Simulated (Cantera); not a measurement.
## Transport properties of process gases

Gas mixture: C3H8 = 0.55 (molar parts), at 4.10 bar, frozen composition.

Cantera's kinetic-theory transport with the Lennard-Jones parameters of GRI-Mech 3.0, ideal gas; thermal conductivity in the mixture-averaged form.

```json
[
 {"T (K)": "400", "ρ (kg/m³)": "5.44", "cp (J/kg/K)": "2134", "μ (µPa s)": "10.9", "λ (mW/m/K)": "30.7", "Pr": "0.756", "D (cm²/s) O": "0.0737", "D (cm²/s) H2O": "0.0502", "D (cm²/s) OH": "0.0720"},
 {"T (K)": "500", "ρ (kg/m³)": "4.35", "cp (J/kg/K)": "2549", "μ (µPa s)": "13.3", "λ (mW/m/K)": "44.9", "Pr": "0.754", "D (cm²/s) O": "0.109", "D (cm²/s) H2O": "0.0778", "D (cm²/s) OH": "0.107"},
 {"T (K)": "600", "ρ (kg/m³)": "3.62", "cp (J/kg/K)": "2917", "μ (µPa s)": "15.5", "λ (mW/m/K)": "59.8", "Pr": "0.755", "D (cm²/s) O": "0.150", "D (cm²/s) H2O": "0.110", "D (cm²/s) OH": "0.147"},
 {"T (K)": "700", "ρ (kg/m³)": "3.11", "cp (J/kg/K)": "3237", "μ (µPa s)": "17.5", "λ (mW/m/K)": "75.0", "Pr": "0.757", "D (cm²/s) O": "0.195", "D (cm²/s) H2O": "0.148", "D (cm²/s) OH": "0.191"},
 {"T (K)": "800", "ρ (kg/m³)": "2.72", "cp (J/kg/K)": "3512", "μ (µPa s)": "19.4", "λ (mW/m/K)": "90.1", "Pr": "0.757", "D (cm²/s) O": "0.245", "D (cm²/s) H2O": "0.189", "D (cm²/s) OH": "0.240"},
 {"T (K)": "900", "ρ (kg/m³)": "2.42", "cp (J/kg/K)": "3749", "μ (µPa s)": "21.2", "λ (mW/m/K)": "105", "Pr": "0.758", "D (cm²/s) O": "0.299", "D (cm²/s) H2O": "0.235", "D (cm²/s) OH": "0.293"}
]
```
D: mixture-averaged diffusion coefficient of that species in the mixture.
